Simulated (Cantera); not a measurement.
Charge: 1 mol PH3, 1.4 mol H2, 0.21 mol O2, at 0.133 bar.

Cantera equilibrium calculation (NASA polynomials, part measured and part estimated; ideal gas, pure solids and liquids). Candidate condensed phases: H2O, P, P4O10; 17 gas species. Gases not in the tables: HPO2, HPO3 and P4O6. Rates play no part. All values below are at 1875 K.

Base state: H2 0.755, P2 0.127, H2O 0.0816, PO 0.0294, PO2 0.00515, H 0.00156, P 0.000149, PH 9.63e-5 (mole fractions); condensed: gas only.

Question: What changes in the equilibrium state with this change: pressure from 0.133 bar to 1.33 mbar?

Answer: 
```json
[
 {"species": "H2", "before": "0.755", "after": "0.774"},
 {"species": "P2", "before": "0.127", "after": "0.0958"},
 {"species": "PO", "before": "0.0294", "after": "0.0814"},
 {"species": "H2O", "before": "0.0816", "after": "0.0266"},
 {"species": "H", "before": "0.00156", "after": "0.0158"},
 {"species": "P4", "before": "7.55e-5", "after": "4.31e-7"},
 {"species": "P", "before": "0.000149", "after": "0.00129"},
 {"species": "OH", "before": "1.31e-5", "after": "4.24e-5"}
]
```
